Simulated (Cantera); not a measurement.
## Gas-phase reforming

A perfectly stirred reactor is fed with CH4 : H2O = 1 : 0.38 (molar parts), at 940000 Pa; it is held at 1950 K, and followed from long to short residence time.

Detailed kinetics in Cantera: GRI-Mech 3.0 (53 species, 325 reactions). GRI-Mech 3.0 stops at C3 and has no aromatics, soot or wall deposition, so with more carbon than oxygen in the feed, carbon stays in small species such as C2H2 where larger ones or solid carbon would form.

```json
[
 {"τ (s)": "2.5", "x CH4": "0.0365", "x H2O": "0.000905", "x CH2O": "4.00e-7", "x CO2": "4.06e-5", "x CH2": "1.80e-7", "x C2H4": "0.00565"},
 {"τ (s)": "0.60", "x CH4": "0.0372", "x H2O": "0.00362", "x CH2O": "4.10e-7", "x CO2": "0.000160", "x CH2": "1.89e-7", "x C2H4": "0.00572"},
 {"τ (s)": "0.14", "x CH4": "0.0398", "x H2O": "0.0137", "x CH2O": "4.54e-7", "x CO2": "0.000572", "x CH2": "2.20e-7", "x C2H4": "0.00597"},
 {"τ (s)": "0.035", "x CH4": "0.0474", "x H2O": "0.0396", "x CH2O": "6.39e-7", "x CO2": "0.00141", "x CH2": "3.10e-7", "x C2H4": "0.00656"},
 {"τ (s)": "0.0084", "x CH4": "0.0671", "x H2O": "0.0867", "x CH2O": "1.37e-6", "x CO2": "0.00207", "x CH2": "5.13e-7", "x C2H4": "0.00744"},
 {"τ (s)": "0.0020", "x CH4": "0.111", "x H2O": "0.139", "x CH2O": "3.60e-6", "x CO2": "0.00151", "x CH2": "8.36e-7", "x C2H4": "0.00816"},
 {"τ (s)": "0.00049", "x CH4": "0.195", "x H2O": "0.179", "x CH2O": "8.69e-6", "x CO2": "0.000530", "x CH2": "1.26e-6", "x C2H4": "0.00947"}
]
```
x: mole fraction; the columns are a selection and need not sum to one.
